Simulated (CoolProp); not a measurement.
The numbers come from the reference Helmholtz-energy equation of state, Wu 2012 in CoolProp.

### Question
For fluoroethane (R161), give the phase and the cv (kJ/(kg K)), isothermal compressibility (1/MPa) at 421.7 K and 3.31 MPa.

### Answer
- 421.7 K and 3.31 MPa: gas; cv 1.53, isothermal compressibility 0.370
